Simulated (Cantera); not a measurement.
Feed: 1 mol AlN, 0.37 mol H2O, 0.00096 mol N2, equilibrated at 19.0 Pa.

Cantera equilibrium calculation (NASA polynomials, part measured and part estimated; ideal gas, pure solids and liquids). Candidate condensed phases: Al, AlN, Al2O3, H2O; 35 gas species. Mutual solubility and eutectic melting of coexisting phases are not modelled. The tables' values for AlOH are old estimates; treat these amounts as uncertain. Condensed phases not in the tables: aluminium oxynitride. Kinetics and transport are ignored.

x: gas mole fraction; n: condensed amount in mol.

```tsv
T (K)	x H2	x N2	x Al	x Al2O	x H	n AlN(s)	n Al2O3(s)
923	0.749	0.251	<1e-12	<1e-12	1.54e-8	0.753	0.123
1023	0.749	0.251	<1e-12	<1e-12	___	0.753	0.123
1123	0.749	0.251	1.57e-12	<1e-12	2.67e-6	0.753	0.123
1223	0.749	0.251	___	1.04e-12	___	0.753	0.123
1323	0.748	0.251	5.01e-8	4.62e-10	9.95e-5	0.753	0.123
1423	0.748	0.251	2.96e-6	8.52e-8	0.000417	0.753	0.123
1523	0.747	0.251	0.000102	7.82e-6	0.00145	0.753	0.123
1623	0.742	0.251	0.00225	0.000405	0.00432	0.752	0.123
1723	0.684	0.258	0.0341	0.0129	0.0109	0.726	0.121
1823	0.231	0.324	0.261	0.168	0.0151	0	0.0364
1923	0.220	0.320	0.273	0.155	0.0320	0	0.0420
```

Task: Complete the blanks.

Result: 
- 1023, x H: 2.60e-7
- 1223, x Al: 4.31e-10
- 1223, x H: 1.89e-5
